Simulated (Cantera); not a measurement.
A perfectly stirred reactor is fed with CH₃OH : O₂ : N₂ = 0.012 : 0.0091 : 1 (molar parts), equivalence ratio 2.0, at 1000000 Pa; it is held at 1500 K, and followed from long to short residence time.

Computed with Cantera and GRI-Mech 3.0 (53 species, 325 reactions). GRI-Mech 3.0 was tuned for natural gas; its chemistry of methanol as a main component is partial and can be far from experiment.

Task: What does this change do: temperature 1500 to 1600 K?

Result: 
| quantity | before | after |
|---|---|---|
| x(CH₃OH) at τ = 2.70 s | 1.05e-6 | 8.60e-7 |
| x(O₂) at τ = 2.70 s | 1.95e-5 | 1.81e-5 |
| x(HO₂) at τ = 2.70 s | 1.25e-8 | 5.11e-9 |
| x(C₂H₂) at τ = 2.70 s | 9.16e-6 | 4.84e-5 |
| x(NO₂) at τ = 2.70 s | <1e-12 | 1.33e-12 |
| x(CH₃OH) at τ = 98.0 ms | 2.21e-6 | 1.29e-6 |
| x(O₂) at τ = 98.0 ms | 3.88e-5 | 2.36e-5 |
| x(HO₂) at τ = 98.0 ms | 8.82e-8 | 4.12e-8 |
| x(C₂H₂) at τ = 98.0 ms | 7.16e-7 | 5.05e-7 |
| x(NO₂) at τ = 98.0 ms | 1.28e-11 | 1.56e-11 |

Task: What does this change do: temperature 1500 to 950 K?

Result: 
```tsv
quantity	before	after
x(CH₃OH) at τ = 2.70 s	1.05e-6	0.000255
x(O₂) at τ = 2.70 s	1.95e-5	0.000219
x(HO₂) at τ = 2.70 s	1.25e-8	2.45e-6
x(C₂H₂) at τ = 2.70 s	9.16e-6	<1e-12
x(NO₂) at τ = 2.70 s	<1e-12	1.28e-12
x(CH₃OH) at τ = 98.0 ms	2.21e-6	0.00214
x(O₂) at τ = 98.0 ms	3.88e-5	0.00187
x(HO₂) at τ = 98.0 ms	8.82e-8	1.77e-5
x(C₂H₂) at τ = 98.0 ms	7.16e-7	<1e-12
x(NO₂) at τ = 98.0 ms	1.28e-11	<1e-12
```
